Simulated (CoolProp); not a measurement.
A Linde-Hampson liquefier for carbon monoxide: isothermal reversible compression at 280 K from 1 atm to 10 MPa, throttling to 1 atm, return gas leaving the recuperator 5 K below the feed. Each further row changes one setting.

Model: reference Helmholtz-energy equation of state, Lemmon 2006, in CoolProp. It is a short technical equation, of lower accuracy than the large ones.

```csv
case,liquid yield per pass,compression work (kJ/kg of gas)
as stated,…,379
high pressure 20 MPa,…,…
warm-end temperature 310 K,0.035,…
warm-end gap 10 K,0.039,379
```

Task: Fill in the missing entries.

Result: 
- as stated, liquid yield per pass: 0.051
- high pressure 20 MPa, liquid yield per pass: 0.093
- high pressure 20 MPa, compression work (kJ/kg of gas): 436
- warm-end temperature 310 K, compression work (kJ/kg of gas): 422
